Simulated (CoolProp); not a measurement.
Carbonyl sulfide along the isotherm 291 K: density (kg/m³) from the reference equation and from simpler models built on Tc = 378.8 K, pc = 6369 kPa, ω = 0.098; each cubic takes its own stable root.

The numbers come from the reference Helmholtz-energy equation of state, Lemmon 2006 in CoolProp. It is a short technical equation, of lower accuracy than the large ones.

```tsv
p (kPa)	phase	reference
3850	liquid	1021
7690	liquid	1033
11500	liquid	1044
15400	liquid	1055
19200	liquid	1064
23100	liquid	1073
26900	liquid	1081
30800	liquid	1089
34600	liquid	1096
38500	liquid	1103
42300	liquid	1110
46200	liquid	1116
50000	liquid	1122
```

Problem. How far does each simpler model (van der Waals, Redlich-Kwong, Soave-Redlich-Kwong, Peng-Robinson) lie from the reference over these 13 states: mean and median of the absolute difference, and the worst?

Solution. 
- van der Waals: mean 31.7 %, median 31.2 %, worst -35.2 % at 291 K and 3850 kPa
- Redlich-Kwong: mean 5.2 %, median 4.9 %, worst -7.8 % at 291 K and 3850 kPa
- Soave-Redlich-Kwong: mean 4.6 %, median 4.3 %, worst -6.7 % at 291 K and 3850 kPa
- Peng-Robinson: mean 7.3 %, median 7.5 %, worst +8.1 % at 291 K and 50000 kPa
